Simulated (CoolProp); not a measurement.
Vapour-liquid equilibrium of R143a (1) + isobutene (2) at -15.75 °C; x and y are mole fractions of (1).

Values from CoolProp's multi-fluid Helmholtz-energy mixture model, Lemmon and Jacobsen 2000 and Lemmon 2005; pair parameters Bell 2016.

Problem. Give the bubble pressure and the first vapour's composition at x = 0.425, 0.575, 0.725. Is there an azeotrope?

Solution. x = 0.425: 0.2610 MPa, y = 0.793; x = 0.575: 0.2902 MPa, y = 0.838; x = 0.725: 0.3170 MPa, y = 0.884. No azeotrope shows between x = 0.05 and 0.95.

The pair parameters rest on a limited set of measurements; away from them the model extrapolates. With so large a gap from Raoult's law the liquid may split in two, which this calculation doesn't test in full.
